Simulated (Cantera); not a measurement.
Mixture: CH4 : CO : O2 : N2 = 1 : 1.4 : 3.51 : 13.2 (molar parts), equivalence ratio 0.77, at 578 Torr, adiabatic and at constant volume. Ignition delay is the time to a rise of 400 K.

Model: GRI-Mech 3.0 (53 species, 325 reactions), integrated in Cantera.

Problem. Predict: delay at 1275 K; delay at 1425 K; delay at 1575 K; delay at 1725 K; apparent activation energy between 1650 and 1800 K.

Solution. 
```
Property                                                 Value
--------------------------------------------------  ----------
delay at 1275 K                                        16.3 ms
delay at 1425 K                                        2.40 ms
delay at 1575 K                                       0.586 ms
delay at 1725 K                                       0.204 ms
apparent activation energy between 1650 and 1800 K  160 kJ/mol
```
